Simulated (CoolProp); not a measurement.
Model: reference Helmholtz-energy equation of state, Lemmon 2013, in CoolProp.

Problem. Give the vapour pressure (kPa), liquid cp (kJ/(kg K)), vapour Z, surface tension (mN/m) of saturated propylene at 282.6 K.

Solution. 
```tsv
T (K)	p (kPa)	liquid cp (kJ/(kg K))	vapour Z	surface tension (mN/m)
282.6	767	2.52	0.853	8.94
```

Surface tension comes from a separate correlation (Mulero 2012).
